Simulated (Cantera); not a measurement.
Input (Python, Cantera):

```python
import numpy as np
import cantera as ct

gas = ct.Solution("h2o2.yaml")
gas.TP = 300, 100000
flame = ct.CounterflowDiffusionFlame(gas, width=0.02)
flame.fuel_inlet.X, flame.fuel_inlet.T = {'H2': 1}, 450
flame.oxidizer_inlet.X, flame.oxidizer_inlet.T = {'O2': 0.19, 'N2': 0.81}, 400
flame.set_refine_criteria(ratio=3, slope=0.12, curve=0.24, prune=0.03)
show = ['OH', 'H', 'H2O', 'HO2']

rows = []
print(f"{'mdot':>8s}{'a_max':>10s}{'a_mean':>10s}{'Tmax/K':>9s}" + "".join(f"{s:>11s}" for s in show) + "   (peak mole fractions)")
for i, mdot in enumerate([0.6, 0.92, 1.4, 2.2, 3.3, 5.1, 7.9, 12]):  # kg/m2/s on the oxidiser side
    flame.oxidizer_inlet.mdot, flame.fuel_inlet.mdot = mdot, 0.27 * mdot
    flame.solve(loglevel=0, auto=(i == 0))
    if flame.T.max() < max(450, 400) + 100:
        print(f"{mdot:8.3g}  no burning solution found from the previous one")
        break
    dT = np.abs(np.gradient(flame.T, flame.grid))
    rows.append([flame.strain_rate("max"), flame.strain_rate("mean"), flame.T.max(),
                 *(flame.X[gas.species_index(s)].max() for s in show), max(dT[0], dT[-1]) / dT.max()])
    print(f"{mdot:8.3g}{rows[-1][0]:10.1f}{rows[-1][1]:10.1f}{rows[-1][2]:9.1f}" + "".join(f"{x:11.3e}" for x in rows[-1][3:-1]))
```

Result:

```
    mdot     a_max    a_mean   Tmax/K         OH          H        H2O        HO2   (peak mole fractions)
     0.6     775.6     185.0   2304.6  1.627e-02  1.597e-02  2.582e-01  6.243e-05
    0.92    1165.4     283.7   2250.3  1.648e-02  1.862e-02  2.548e-01  8.007e-05
     1.4    1744.7     431.7   2201.3  1.664e-02  2.177e-02  2.515e-01  9.991e-05
     2.2    2701.3     678.4   2130.1  1.640e-02  2.520e-02  2.484e-01  1.227e-04
     3.3    4004.7    1017.5   2061.1  1.591e-02  2.866e-02  2.456e-01  1.446e-04
     5.1    6156.1    1572.6   1993.0  1.539e-02  3.296e-02  2.422e-01  1.706e-04
     7.9    9502.5    2435.9   1914.4  1.445e-02  3.706e-02  2.386e-01  1.991e-04
      12   14276.3    3700.1   1838.1  1.337e-02  4.119e-02  2.345e-01  2.290e-04
```

Model: the H2/O2 subset of GRI-Mech 3.0, which has no nitrogen chemistry, integrated in Cantera. The maximum strain rate includes the flame's own expansion and is several times the mean.
